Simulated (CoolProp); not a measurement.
Vapour-liquid equilibrium of benzene (1) + ethylbenzene (2) at 33.25 °C; x and y are mole fractions of (1).

Computed with CoolProp (multi-fluid Helmholtz-energy mixture model, Thol 2012 and Zhou 2012; pair parameters Bell 2016).

| x | bubble pressure, mixture model (MPa) | bubble pressure, Raoult's law (MPa) | y, mixture model | y, Raoult's law |
|---|---|---|---|---|
| 0.05 | [?] | 0.002837 | [?] | 0.323 |
| 0.2 | 0.004722 | 0.005287 | 0.659 | 0.694 |
| 0.35 | 0.006994 | 0.007737 | 0.816 | 0.830 |
| 0.5 | 0.009471 | 0.01019 | 0.898 | 0.901 |
| 0.65 | 0.01211 | 0.01264 | 0.947 | 0.944 |
| 0.8 | [?] | 0.01509 | 0.977 | 0.973 |
| 0.95 | 0.01749 | 0.01754 | 0.995 | 0.994 |

Task: What belongs in the gaps?

Result: 
- 0.05, bubble pressure, mixture model (MPa): 0.002663
- 0.05, y, mixture model: 0.279
- 0.8, bubble pressure, mixture model (MPa): 0.01482

The largest gap from Raoult's law is -10.7 % in bubble pressure, at x = 0.2. No azeotrope shows between x = 0.05 and 0.95.

The pair parameters rest on a limited set of measurements; away from them the model extrapolates.
